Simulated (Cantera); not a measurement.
# Premixed flame

A freely propagating, adiabatic, planar premixed flame of 48.0 % H2, 10.9 % O2, 41.1 % N2, unburnt at 573 K and 5.00 bar; mixture-averaged transport, grid criteria slope 0.08 and curve 0.16, no radiation.

Computed with Cantera and the H2/O2 subset of GRI-Mech 3.0, which has no nitrogen chemistry. The hydrogen kinetics of GRI-Mech 3.0 are dated; newer H2 mechanisms differ, most at raised pressure. Burning velocities carry a grid error of a few per cent, more on coarse grids.

```json
[
 {"z (mm)": "-0.171", "T (K)": "573", "u (m/s)": "8.16", "x H2": "0.480", "x O2": "0.109", "x O": "<1e-8", "x H2O": "<1e-8", "x H2O2": "<1e-8", "x HO2": "<1e-8"},
 {"z (mm)": "-0.114", "T (K)": "573", "u (m/s)": "8.16", "x H2": "0.480", "x O2": "0.109", "x O": "<1e-8", "x H2O": "<1e-8", "x H2O2": "<1e-8", "x HO2": "<1e-8"},
 {"z (mm)": "-0.0854", "T (K)": "573", "u (m/s)": "8.16", "x H2": "0.480", "x O2": "0.109", "x O": "<1e-8", "x H2O": "1.82e-7", "x H2O2": "<1e-8", "x HO2": "6.38e-8"},
 {"z (mm)": "-0.0569", "T (K)": "574", "u (m/s)": "8.17", "x H2": "0.480", "x O2": "0.109", "x O": "2.14e-8", "x H2O": "3.72e-6", "x H2O2": "1.94e-8", "x HO2": "1.67e-6"},
 {"z (mm)": "-0.0285", "T (K)": "627", "u (m/s)": "8.81", "x H2": "0.471", "x O2": "0.110", "x O": "1.27e-5", "x H2O": "0.00202", "x H2O2": "1.48e-5", "x HO2": "0.000573"},
 {"z (mm)": "-0.0142", "T (K)": "905", "u (m/s)": "12.3", "x H2": "0.436", "x O2": "0.102", "x O": "0.000249", "x H2O": "0.0271", "x H2O2": "4.68e-5", "x HO2": "0.000623"},
 {"z (mm)": "0", "T (K)": "1303", "u (m/s)": "17.3", "x H2": "0.369", "x O2": "0.0729", "x O": "0.00144", "x H2O": "0.0923", "x H2O2": "1.48e-5", "x HO2": "0.000287"},
 {"z (mm)": "0.0142", "T (K)": "1591", "u (m/s)": "20.9", "x H2": "0.305", "x O2": "0.0335", "x O": "0.00200", "x H2O": "0.169", "x H2O2": "2.82e-6", "x HO2": "0.000120"},
 {"z (mm)": "0.0285", "T (K)": "1739", "u (m/s)": "22.8", "x H2": "0.274", "x O2": "0.0116", "x O": "0.00129", "x H2O": "0.211", "x H2O2": "1.37e-6", "x HO2": "4.04e-5"},
 {"z (mm)": "0.0569", "T (K)": "1865", "u (m/s)": "24.3", "x H2": "0.264", "x O2": "0.00143", "x O": "0.000567", "x H2O": "0.232", "x H2O2": "6.01e-7", "x HO2": "4.79e-6"},
 {"z (mm)": "0.114", "T (K)": "1968", "u (m/s)": "25.4", "x H2": "0.270", "x O2": "0.000167", "x O": "0.000317", "x H2O": "0.237", "x H2O2": "3.00e-7", "x HO2": "6.77e-7"},
 {"z (mm)": "0.228", "T (K)": "2056", "u (m/s)": "26.4", "x H2": "0.277", "x O2": "6.29e-5", "x O": "0.000160", "x H2O": "0.239", "x H2O2": "1.51e-7", "x HO2": "3.01e-7"},
 {"z (mm)": "0.456", "T (K)": "2123", "u (m/s)": "27.1", "x H2": "0.283", "x O2": "2.62e-5", "x O": "6.70e-5", "x H2O": "0.242", "x H2O2": "7.04e-8", "x HO2": "1.34e-7"}
]
```
x: mole fraction of selected species; z is measured from the peak of heat release.

```yaml
laminar_burning_velocity: 816 cm/s
thermal_thickness: 0.0569 mm
peak x(O): 0.00205
peak x(H2O2): 4.72e-5
peak x(HO2): 0.000852
grid_points: 112
```
